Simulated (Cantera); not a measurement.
# Thermodynamics of chemical vapour transport, feed Si + HCl + O2

A closed system holds: 1 mol Si, 0.38 mol HCl, 0.42 mol O2, at 798.15 K and 1000 Pa.

These are equilibrium values from Cantera (NASA tables, ideal gas, pure condensed phases), not measurements of a reactor. Candidate condensed phases: H2O, Si, SiO2; 30 gas species. The tables' values for SiCl3 are old estimates; treat these amounts as uncertain. Equilibrium is a limit: real reactors are often held back by kinetics, nucleation or transport.

```
Quantity               Result
-----------------  ----------
x(H2)                   0.651
x(SiCl4)                0.307
x(SiHCl3)              0.0372
x(HCl)                0.00473
x(SiH2Cl2)           0.000364
x(SiCl3)             0.000308
x(SiCl2)              3.50e-5
n(Si(s))            0.483 mol
n(SiO2(α-quartz))   0.420 mol
gas amount         0.2827 mol
```
